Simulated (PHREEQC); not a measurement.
PHREEQC input (ion-association model, wateq4f.dat):

```
SOLUTION_MASTER_SPECIES
  Amm  AmmH+  0  AmmH  17.031  # ammonia with no redox link, constants of NH4+
SOLUTION_SPECIES
  PO4-3 + 3H+ = H3PO4  # constants of phreeqc.dat
    -log_k 21.721
    -delta_h -10.1 kJ
  AmmH+ = AmmH+
    -log_k 0
  AmmH+ = Amm + H+
    -log_k -9.252
    -delta_h 12.48 kcal
    -analytic 0.6322 -0.001225 -2835.76
    -gamma 2.5 0.0
  AmmH+ + SO4-2 = AmmHSO4-
    -log_k 1.11
    -gamma 5.0 0.0
PHASES
  Amm(g)
    Amm = Amm
    -log_k 1.770
    -delta_h -8.170 kcal
EXCHANGE_SPECIES
  AmmH+ + X- = AmmHX
    -log_k 0.6
SOLUTION 1
  temp 25
  units mol/kgw
  pH 7 charge
  F 0.199
  K 0.049
  P 0.087
SOLUTION 2
  temp 25
  units mol/kgw
  pH 7 charge
  Cl 0.0704
  Amm 0.0014
  S(6) 0.008
  Na 0.069
END
SELECTED_OUTPUT 1
  -reset false
  -pH true
  -pe true
  -ionic_strength true
  -water true
  -totals Amm Cl F K Na P S S(-2) S(6)
  -molalities H+ Cl- F- K+ Na+ PO4-3 SO4-2 HPO4-2 H2PO4- NaHPO4-
    KHPO4- NaSO4- KSO4- HSO4- H2S HS- S-2 O2 OH- HF
    HF2- H2F2 NaF AmmH+ Amm AmmHSO4- H3PO4
  -saturation_indices Halite Mirabilite
PRINT
  -reset false
MIX 1
  1 1
  2 0
EQUILIBRIUM_PHASES 1
  O2(g) -0.68 10
END
# ... the last block is repeated for the other 20 points of share of solution B
```

Selected output (columns that matter, 21 of 21 rows; share of solution B added in front):

```
share of solution B	pH	mu	Amm	Cl	F	K	Na	P	S	m_H+	m_Cl-	m_F-	si_Halite	si_Mirabilite
0	2.0688	0.059079	0	0	0.199	0.049	0	0.087	0	0.010078	0	0.011085	-1000	-1000
0.05	2.0658	0.060427	7e-05	0.00352	0.18905	0.04655	0.00345	0.08265	0.0004	0.010157	0.00352	0.010635	-6.6866	-7.9783
0.1	2.0628	0.061781	0.00014	0.00704	0.1791	0.0441	0.0069	0.0783	0.0008	0.010239	0.00704	0.010177	-6.0863	-7.0794
0.15	2.0596	0.063139	0.00021	0.01056	0.16915	0.04165	0.01035	0.07395	0.0012	0.010325	0.01056	0.0097107	-5.7357	-6.5553
0.2	2.0563	0.064503	0.00028	0.01408	0.1592	0.0392	0.0138	0.0696	0.0016	0.010415	0.01408	0.0092365	-5.4875	-6.1846
0.25	2.0529	0.065873	0.00035	0.0176	0.14925	0.03675	0.01725	0.06525	0.002	0.010509	0.0176	0.0087535	-5.2953	-5.898
0.3	2.0492	0.067249	0.00042	0.02112	0.1393	0.0343	0.0207	0.0609	0.0024	0.010609	0.02112	0.0082613	-5.1385	-5.6646
0.35	2.0454	0.068631	0.00049	0.02464	0.12935	0.03185	0.02415	0.05655	0.0028	0.010714	0.02464	0.0077594	-5.0061	-5.4679
0.4	2.0412	0.070022	0.00056	0.02816	0.1194	0.0294	0.0276	0.0522	0.0032	0.010826	0.02816	0.0072472	-4.8917	-5.2981
0.45	2.0369	0.071421	0.00063	0.03168	0.10945	0.02695	0.03105	0.04785	0.0036	0.010946	0.03168	0.0067241	-4.7909	-5.1489
0.5	2.0322	0.07283	0.0007	0.0352	0.0995	0.0245	0.0345	0.0435	0.004	0.011075	0.0352	0.0061896	-4.7009	-5.0159
0.55	2.0272	0.074249	0.00077	0.03872	0.08955	0.02205	0.03795	0.03915	0.0044	0.011215	0.03872	0.0056428	-4.6196	-4.896
0.6	2.0217	0.075681	0.00084	0.04224	0.0796	0.0196	0.0414	0.0348	0.0048	0.011366	0.04224	0.0050831	-4.5455	-4.7871
0.65	2.0158	0.077127	0.00091	0.04576	0.06965	0.01715	0.04485	0.03045	0.0052	0.011533	0.04576	0.0045095	-4.4774	-4.6873
0.7	2.0094	0.07859	0.00098	0.04928	0.0597	0.0147	0.0483	0.0261	0.0056	0.011716	0.04928	0.0039212	-4.4145	-4.5954
0.75	2.0023	0.080072	0.00105	0.0528	0.04975	0.01225	0.05175	0.02175	0.006	0.01192	0.0528	0.003317	-4.356	-4.5104
0.8	1.9945	0.081578	0.00112	0.05632	0.0398	0.0098	0.0552	0.0174	0.0064	0.012149	0.05632	0.0026957	-4.3014	-4.4314
0.85	1.9857	0.083112	0.00119	0.05984	0.02985	0.00735	0.05865	0.01305	0.0068	0.012407	0.05984	0.0020558	-4.2502	-4.3577
0.9	1.9759	0.084679	0.00126	0.06336	0.0199	0.0049	0.0621	0.0087	0.0072	0.012702	0.06336	0.0013954	-4.2019	-4.289
0.95	1.9648	0.086287	0.00133	0.06688	0.00995	0.00245	0.06555	0.00435	0.0076	0.013042	0.06688	0.00071156	-4.1564	-4.2246
1	1.9523	0.087944	0.0014	0.0704	0	0	0.069	0	0.008	0.013436	0.0704	0	-4.1133	-4.1644
```

wateq4f.dat counts part of the HF as a dimer, H2F2, which phreeqc.dat doesn't know; its constant is uncertain. H3PO4, which wateq4f.dat lacks, is added to it with the constant of phreeqc.dat.
